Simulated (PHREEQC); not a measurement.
1 kg of water holding 0.23 mol/kgw NaBr, 0.0025 mol/kgw CaSO4 and 0.22 mol/kgw MgBr2 is evaporated at 20 °C; the solids stay in contact with the brine. The system is closed to CO2. Only these solids could form: Bloedite, Brucite, Epsomite, Glauberite, Gypsum, Anhydrite, Hexahydrite, Kieserite, Mirabilite, Portlandite, Thenardite.

Equilibrium calculation in PHREEQC: Pitzer model, pitzer.dat.

```json
[
 {"water left (kg)": "1", "ionic strength": "0.900", "water activity": "0.981", "Br in solution (mol/kgw)": "0.670", "Ca in solution (mol/kgw)": "0.00250", "S in solution (mol/kgw)": "0.00250"},
 {"water left (kg)": "0.8219", "ionic strength": "1.10", "water activity": "0.976", "Br in solution (mol/kgw)": "0.815", "Ca in solution (mol/kgw)": "0.00304", "S in solution (mol/kgw)": "0.00304"},
 {"water left (kg)": "0.6755", "ionic strength": "1.33", "water activity": "0.971", "Br in solution (mol/kgw)": "0.992", "Ca in solution (mol/kgw)": "0.00370", "S in solution (mol/kgw)": "0.00370"},
 {"water left (kg)": "0.5552", "ionic strength": "1.62", "water activity": "0.963", "Br in solution (mol/kgw)": "1.21", "Ca in solution (mol/kgw)": "0.00450", "S in solution (mol/kgw)": "0.00450"},
 {"water left (kg)": "0.4563", "ionic strength": "1.97", "water activity": "[?]", "Br in solution (mol/kgw)": "1.47", "Ca in solution (mol/kgw)": "0.00548", "S in solution (mol/kgw)": "0.00548"},
 {"water left (kg)": "0.375", "ionic strength": "2.40", "water activity": "[?]", "Br in solution (mol/kgw)": "1.79", "Ca in solution (mol/kgw)": "0.00667", "S in solution (mol/kgw)": "0.00667"},
 {"water left (kg)": "0.3082", "ionic strength": "2.92", "water activity": "0.925", "Br in solution (mol/kgw)": "2.17", "Ca in solution (mol/kgw)": "0.00811", "S in solution (mol/kgw)": "0.00811"},
 {"water left (kg)": "0.2533", "ionic strength": "3.55", "water activity": "[?]", "Br in solution (mol/kgw)": "2.64", "Ca in solution (mol/kgw)": "0.00987", "S in solution (mol/kgw)": "0.00987"},
 {"water left (kg)": "0.2082", "ionic strength": "4.32", "water activity": "0.875", "Br in solution (mol/kgw)": "3.22", "Ca in solution (mol/kgw)": "0.0120", "S in solution (mol/kgw)": "0.0120"},
 {"water left (kg)": "0.1711", "ionic strength": "5.26", "water activity": "0.836", "Br in solution (mol/kgw)": "3.92", "Ca in solution (mol/kgw)": "0.0146", "S in solution (mol/kgw)": "0.0146"}
]
```

Problem. Some entries are withheld; supply them.

Solution. 
- 0.4563, water activity: 0.954
- 0.375, water activity: 0.942
- 0.2533, water activity: 0.904
